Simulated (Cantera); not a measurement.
Cantera run:

```python
import numpy as np
import cantera as ct

gas_names = """
    CL CL2 H HCL H2 Mg MgCL MgCL2 MgH MgN Mg2 N NH NH2 NH3 N2 N2H2 N2H4
""".split()
cond_names = """
    Mg(cr) Mg(L) MgCL2(s) MgCL2(L) NH4CL(a) NH4CL(b)
""".split()


def load(file, names, dense=False):
    # The tables refer to 1 bar. Condensed volumes are neglected.
    table = {s.name: s for s in ct.Species.list_from_file(file)}
    out = []
    for n in names:
        d = dict(table[n].input_data)
        d["thermo"] = dict(d["thermo"], **{"reference-pressure": 1e5})
        if dense:
            d["equation-of-state"] = {"model": "constant-volume", "density": "1e6 g/cm^3"}
        out.append(ct.Species.from_dict(d))
    return out


gas = ct.Solution(thermo="ideal-gas", species=load("nasa_gas.yaml", gas_names))
cond = {s.name: ct.Solution(thermo="fixed-stoichiometry", species=[s], name=s.name)
        for s in load("nasa_condensed.yaml", cond_names, dense=True)}
atoms = {
    'MgCl2': {'Mg': 1, 'CL': 2},
    'HCl': {'H': 1, 'CL': 1},
    'N2': {'N': 2},
    'H2': {'H': 2},
}
top_T = {}  # K; cautious upper limits of use, not melting points


def equilibrate(T, P, feed):
    n = {}
    for name, mol in feed.items():
        for a, k in atoms[name].items():
            n[a] = n.get(a, 0.0) + k * mol
    gas.TPX = T, P, n
    mass = sum(n.values()) * gas.mean_molecular_weight
    gas.equilibrate("TP")
    valid = [c for c in cond.values() if c.min_temp <= T <= top_T.get(c.name, c.max_temp)]
    mix = ct.Mixture([(gas, mass / gas.mean_molecular_weight)] + [(c, 0.0) for c in valid])
    mix.T, mix.P = T, P
    mix.equilibrate("TP", solver="vcs", rtol=1e-11, max_steps=5000)
    return mix


results = []
feed = {'MgCl2': 1, 'HCl': 0.57, 'N2': 42, 'H2': 0.89}  # mol
P = 10000  # Pa
for T in [925, 975, 1025, 1075, 1125, 1175, 1225, 1275, 1325, 1375, 1425, 1475, 1525]:
    mix = equilibrate(T, P, feed)
    results.append((T, P, feed, dict(zip(mix.species_names, mix.species_moles))))
    x = sorted(zip(gas.X, gas.species_names), reverse=True)
    print(f"T = {T:g} K  P = {P:g} Pa  gas = {mix.phase_moles(0):.4g} mol")
    print("   x: " + "  ".join(f"{s} {v:.3e}" for v, s in x if v > 1e-06))
    print("   condensed (mol): " + ("  ".join(f"{mix.phase(i).name} {mix.phase_moles(i):.4g}"
          for i in range(1, mix.n_phases) if mix.phase_moles(i) > 1e-12) or "none"))
```

It prints:

```
T = 925 K  P = 10000 Pa  gas = 43.47 mol
   x: N2 9.662e-01  H2 2.047e-02  HCL 1.311e-02  MgCL2 2.032e-04
   condensed (mol): MgCL2(s) 0.9912
T = 975 K  P = 10000 Pa  gas = 43.5 mol
   x: N2 9.655e-01  H2 2.046e-02  HCL 1.310e-02  MgCL2 9.848e-04
   condensed (mol): MgCL2(s) 0.9572
T = 1025 K  P = 10000 Pa  gas = 43.61 mol
   x: N2 9.632e-01  H2 2.041e-02  HCL 1.307e-02  MgCL2 3.342e-03
   condensed (mol): MgCL2(L) 0.8543
T = 1075 K  P = 10000 Pa  gas = 43.88 mol
   x: N2 9.573e-01  H2 2.028e-02  HCL 1.299e-02  MgCL2 9.468e-03
   condensed (mol): MgCL2(L) 0.5846
T = 1125 K  P = 10000 Pa  gas = 44.46 mol
   x: N2 9.447e-01  MgCL2 2.249e-02  H2 2.002e-02  HCL 1.282e-02
   condensed (mol): none
T = 1175 K  P = 10000 Pa  gas = 44.46 mol
   x: N2 9.447e-01  MgCL2 2.249e-02  H2 2.002e-02  HCL 1.282e-02
   condensed (mol): none
T = 1225 K  P = 10000 Pa  gas = 44.46 mol
   x: N2 9.447e-01  MgCL2 2.249e-02  H2 2.002e-02  HCL 1.282e-02
   condensed (mol): none
T = 1275 K  P = 10000 Pa  gas = 44.46 mol
   x: N2 9.447e-01  MgCL2 2.249e-02  H2 2.002e-02  HCL 1.282e-02
   condensed (mol): none
T = 1325 K  P = 10000 Pa  gas = 44.46 mol
   x: N2 9.447e-01  MgCL2 2.249e-02  H2 2.002e-02  HCL 1.282e-02
   condensed (mol): none
T = 1375 K  P = 10000 Pa  gas = 44.46 mol
   x: N2 9.447e-01  MgCL2 2.249e-02  H2 2.002e-02  HCL 1.282e-02  H 1.533e-06
   condensed (mol): none
T = 1425 K  P = 10000 Pa  gas = 44.46 mol
   x: N2 9.447e-01  MgCL2 2.249e-02  H2 2.002e-02  HCL 1.282e-02  H 3.052e-06  MgCL 1.656e-06  CL 1.601e-06  Mg 1.137e-06
   condensed (mol): none
T = 1475 K  P = 10000 Pa  gas = 44.46 mol
   x: N2 9.447e-01  MgCL2 2.249e-02  H2 2.001e-02  HCL 1.283e-02  H 5.802e-06  MgCL 3.360e-06  Mg 3.052e-06  CL 3.013e-06
   condensed (mol): none
T = 1525 K  P = 10000 Pa  gas = 44.46 mol
   x: N2 9.447e-01  MgCL2 2.248e-02  H2 2.000e-02  HCL 1.284e-02  H 1.058e-05  Mg 7.662e-06  MgCL 6.499e-06  CL 5.446e-06
   condensed (mol): none
```

Cantera equilibrium calculation (NASA polynomials, part measured and part estimated; ideal gas, pure solids and liquids).
